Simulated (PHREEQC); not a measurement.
Na2CO3 is added in steps, without added water, to 1 kg of water holding 0.019 mol FeCl3, 0.00013 mol MgSO4, 0.0015 mol HCl and 0.089 mol Na2SO4, at 25 °C. Oxygen is held at 0.21 atm. CO2 from the air is kept out. Only these solids could form: Brucite, Fe(OH)3(a), Magnesite, Jarosite-Na, Halite, Mirabilite, Epsomite, Nahcolite, Natron.

Base run: PHREEQC, ion-association model, wateq4f.dat. Each further column changes one thing. The table gives pH.

| Na2CO3 added (mol) | base | MgSO4 from 0.00013 to 0.00026 mol/kgw | no solid may form |
|---|---|---|---|
| 0 | 2.15 | 2.15 | 2.94 |
| 0.04375 | 6.45 | 6.45 | 7.03 |
| 0.0875 | 9.22 | 9.21 | 8.95 |
| 0.1313 | 9.57 | 9.57 | 9.37 |
| 0.175 | 9.73 | 9.73 | 9.56 |
| 0.2188 | 9.84 | 9.84 | 9.68 |
| 0.2625 | 9.91 | 9.91 | 9.76 |
| 0.3063 | 9.97 | 9.97 | 9.82 |
| 0.35 | 10.01 | 10.01 | 9.87 |

The ionic strength passes 0.7 mol/kgw, the rough limit of the ion-association models, in part of: base; MgSO4 from 0.00013 to 0.00026 mol/kgw; no solid may form. In at least one series the solution becomes supersaturated in solids that the run did not let form, among them Fe(OH)3(a), Magnesite, Jarosite-Na.
